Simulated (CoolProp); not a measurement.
Aqueous methanol as a coolant, at 34 °C, 1 atm.

Values from CoolProp's Melinder's fits for secondary coolants.

```tsv
mass %	freezing point (°C)	cp (kJ/(kg K))	Prandtl number	density (kg/m³)	conductivity (W/(m K))
5.5	-3.3	4.182	5.96	984.7	0.585
11	-7.3	4.165	7.08	975.7	0.551
16.6	-12.0	4.132	8.26	966.7	0.518
22.1	-17.1	4.092	9.42	957.7	0.486
27.6	-22.9	4.042	10.5	948.4	0.456
33.2	-29.6	3.977	11.4	938.6	0.426
38.7	-36.9	3.893	12.1	928.5	0.399
44.2	-45.0	3.787	12.5	918.0	0.374
49.8	-54.1	3.661	12.7	906.7	0.350
55.3	-64.0	3.537	12.6	895.0	0.329
```
